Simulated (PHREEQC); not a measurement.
Make-up at 20 °C: 0.012 mol ZnSO4, 6.7e-05 mol MgSO4 and 0.013 mol Na2SO4 per kg of water. Closed to the air; pH follows from the charge balance.

All values are PHREEQC results (ion-association model, phreeqc.dat), not measurements.

This is a speciation only: nothing precipitates in the calculation.

Problem. Estimate the pH.

Solution. pH 5.94.

Problem. In which forms is Mg present?

Solution. Mg+2 58 %, MgSO4 42 % of the Mg.

Species that the database lacks are ignored.
